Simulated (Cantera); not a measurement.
An isothermal, constant-pressure homogeneous reactor starts with 52.9 % CH4, 47.1 % CO2, at 1648 K and 7.90 bar.

Cantera simulation using GRI-Mech 3.0 (53 species, 325 reactions); the numbers are that mechanism's predictions, not measurements.

### Question
Predict: x(CH4) at 1.00 s; x(CO2) at 1.00 s.

### Answer
```
Property                                          Result
----------------  --------------------------------------
x(CH4) at 1.00 s   0.0639 (gas-phase equilibrium 0.0246)
x(CO2) at 1.00 s  0.0276 (gas-phase equilibrium 3.78e-5)
```
